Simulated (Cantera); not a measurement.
N2O furnace oxynitridation

An isothermal, constant-pressure homogeneous reactor starts with N2O : H2O = 1 : 0.0065 (molar parts), at 1423 K and 0.530 bar.

Cantera simulation using GRI-Mech 3.0 (53 species, 325 reactions); the numbers are that mechanism's predictions, not measurements. GRI-Mech 3.0 was tuned for natural gas; its chemistry of N2O as a main component is partial and can be far from experiment. The temperature is held fixed by assumption; the heat of reaction is taken as removed at once.

```
t (s)       x N2O    x H2O      x O     x OH    x H2O2     x H2       x H
-------  --------  -------  -------  -------  --------  -------  --------
0.00100     0.977  0.00640  3.20e-5  4.17e-5   3.11e-8  1.31e-7   3.23e-8
0.00177     0.964  0.00637  3.17e-5  4.72e-5   2.05e-8  1.58e-7   3.48e-8
0.00314     0.942  0.00632  3.13e-5  5.18e-5   1.37e-8  1.48e-7   3.65e-8
0.00556     0.904  0.00624  3.08e-5  5.57e-5   9.72e-9  1.22e-7   3.80e-8
0.00985     0.843  0.00610  3.03e-5  5.85e-5   7.65e-9  1.06e-7   3.98e-8
0.0175      0.748  0.00590  2.96e-5  5.97e-5   6.60e-9  9.87e-8   4.21e-8
0.0309      0.612  0.00561  2.86e-5  5.92e-5   5.93e-9  9.67e-8   4.47e-8
0.0548      0.441  0.00524  2.69e-5  5.65e-5   5.25e-9  9.72e-8   4.70e-8
0.0970      0.263  0.00486  2.36e-5  5.16e-5   4.40e-9  9.58e-8   4.62e-8
0.172       0.120  0.00455  1.77e-5  4.36e-5   3.23e-9  8.21e-8   3.58e-8
0.305      0.0388  0.00438  9.46e-6  3.14e-5   1.78e-9  4.92e-8   1.60e-8
0.540     0.00777  0.00432  3.12e-6  1.80e-5  6.32e-10  1.83e-8   3.46e-9
0.956    0.000629  0.00431  1.15e-6  1.10e-5  2.50e-10  8.18e-9  9.54e-10
1.69      1.16e-5  0.00431  9.83e-7  1.01e-5  2.15e-10  7.27e-9  7.86e-10
3.00      3.50e-6  0.00431  9.81e-7  1.01e-5  2.15e-10  7.25e-9  7.84e-10
```
x: mole fraction; the columns are a selection and need not sum to one.

Equilibrium at this temperature and pressure: N2O 4.01e-8, H2O 0.00431, O 1.07e-6, OH 1.06e-5, H2O2 2.35e-10, H2 6.62e-9, H 7.47e-10 (gas phase only).
